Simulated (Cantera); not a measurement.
Cantera run:

```python
import numpy as np
import cantera as ct

gas_names = """
    Fe FeO Fe(OH)2 H HO2 H2 H2O H2O2 O OH O2 O3
""".split()
cond_names = """
    Fe(a) Fe(c) Fe(d) Fe(L) FeO(s) FeO(L) Fe(OH)2(s) Fe(OH)3(s) Fe2O3(s) Fe3O4(s) H2O(s) H2O(L)
""".split()


# ... load() reads the species with a 1 bar reference pressure and builds the phases ...
atoms = {
    'Fe2O3': {'Fe': 2, 'O': 3},
    'H2': {'H': 2},
}
top_T = {'Fe2O3(s)': 1830, 'Fe3O4(s)': 1870}  # K; cautious upper limits of use, not melting points


# ... equilibrate(T, P, feed) seeds the gas with the atoms and calls Mixture.equilibrate('TP', solver="vcs", rtol=1e-11, max_steps=5000) ...
results = []
feed = {'Fe2O3': 1, 'H2': 1200}  # mol
P = 13332.2  # Pa
for T in [1000, 1100, 1200, 1300, 1400, 1500, 1600, 1700]:
    mix = equilibrate(T, P, feed)
    results.append((T, P, feed, dict(zip(mix.species_names, mix.species_moles))))

top = {s: max(r[3][s] / sum(r[3][g] for g in gas_names) for r in results) for s in gas_names}
cols = sorted((s for s in top if top[s] > 1e-06), key=lambda s: -top[s])[:8]
seen = [c for c in cond_names if any(r[3].get(c, 0) > 1e-12 for r in results)]
print("log10 of partial pressures in bar; condensed amounts in mol")
print(f"{'T/K':>10s}" + "".join(f"{s[:9]:>10s}" for s in cols + seen))
for T, P, feed, n in results:
    ng = sum(n[g] for g in gas_names)
    print(f"{T:10.4g}" + "".join(f"{np.log10(max(n[s] / ng * P / 1e5, 1e-99)):10.3f}" for s in cols)
          + "".join(f"{n.get(c, 0):10.4g}" for c in seen))
```

Output:

```
log10 of partial pressures in bar; condensed amounts in mol
       T/K        H2       H2O         H        Fe     Fe(a)     Fe(c)     Fe(d)
      1000    -0.876    -3.477    -9.082   -13.827         2         0         0
      1100    -0.876    -3.477    -8.026   -11.899         2         0         0
      1200    -0.876    -3.477    -7.143   -10.304         0         2         0
      1300    -0.876    -3.477    -6.394    -8.962         0         2         0
      1400    -0.876    -3.477    -5.751    -7.815         0         2         0
      1500    -0.876    -3.477    -5.193    -6.824         0     1.999         0
      1600    -0.876    -3.477    -4.703    -5.960         0      1.99         0
      1700    -0.876    -3.477    -4.270    -5.201         0         0     1.943
```

These are equilibrium values from Cantera (NASA tables, ideal gas, pure condensed phases), not measurements of a reactor.
